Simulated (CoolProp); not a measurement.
R21 at several states: density (kg/m³) from the reference equation and from simpler models built on Tc = 452.7 K, pc = 5.289 MPa, ω = 0.206; each cubic takes its own stable root.

Computed with CoolProp (reference Helmholtz-energy equation of state, Platzer 1990). This equation is an older, rougher fit; its heat capacities, sound speeds and derivatives of the liquid may be far off and weren't checked against measurements.

```tsv
T (K)	p (MPa)	phase	reference
464.6	2.87	gas	95.12
318.2	27.9	liquid	1388
441	0.766	gas	22.78
```

Question: How far does each simpler model (van der Waals, Soave-Redlich-Kwong, Peng-Robinson) lie from the reference over these 3 states: mean and median of the absolute difference, and the worst?

Answer: 
- van der Waals: mean 12.2 %, median 2.3 %, worst -33.3 % at 318.2 K and 27.9 MPa
- Soave-Redlich-Kwong: mean 1.8 %, median 0.4 %, worst -5.0 % at 318.2 K and 27.9 MPa
- Peng-Robinson: mean 3.1 %, median 1.9 %, worst +6.7 % at 318.2 K and 27.9 MPa
